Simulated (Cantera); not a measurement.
An isothermal, constant-pressure homogeneous reactor starts with CO : O2 : H2O : N2 = 0.007 : 0.051 : 0.0037 : 1 (molar parts), equivalence ratio 0.069, at 1050 K and 353 Torr.

Computed with Cantera and GRI-Mech 3.0 (53 species, 325 reactions).

x: mole fraction; the columns are a selection and need not sum to one.

| t (s) | x CO | x O2 | x H2O | x O | x NO2 | x H2 |
|---|---|---|---|---|---|---|
| 1.00e-5 | 0.00659 | 0.0480 | 0.00348 | 4.79e-12 | <1e-12 | <1e-12 |
| 3.03e-5 | 0.00659 | 0.0480 | 0.00348 | 1.45e-11 | <1e-12 | <1e-12 |
| 9.20e-5 | 0.00659 | 0.0480 | 0.00348 | 4.39e-11 | <1e-12 | <1e-12 |
| 0.000279 | 0.00659 | 0.0480 | 0.00348 | 1.33e-10 | <1e-12 | <1e-12 |
| 0.000847 | 0.00659 | 0.0480 | 0.00348 | 4.13e-10 | <1e-12 | <1e-12 |
| 0.00257 | 0.00659 | 0.0480 | 0.00348 | 1.58e-9 | <1e-12 | 2.83e-12 |
| 0.00779 | 0.00659 | 0.0480 | 0.00348 | 1.42e-8 | <1e-12 | 7.25e-11 |
| 0.0236 | 0.00658 | 0.0480 | 0.00348 | 4.70e-6 | <1e-12 | [?] |
| 0.0717 | 0.00316 | 0.0464 | 0.00347 | 5.85e-5 | 7.00e-11 | [?] |
| 0.217 | 0.000675 | 0.0452 | 0.00349 | 1.23e-5 | 3.65e-10 | [?] |
| 0.659 | 8.45e-5 | 0.0449 | 0.00349 | 1.53e-6 | 1.05e-9 | [?] |
| 2.00 | 6.85e-6 | 0.0449 | 0.00350 | 1.30e-7 | 1.29e-9 | [?] |

### Question
Complete the blanks.

### Answer

- 0.0236, x H2: 7.69e-8
- 0.0717, x H2: 1.07e-5
- 0.217, x H2: 1.93e-6
- 0.659, x H2: 1.62e-7
- 2.00, x H2: 1.02e-8
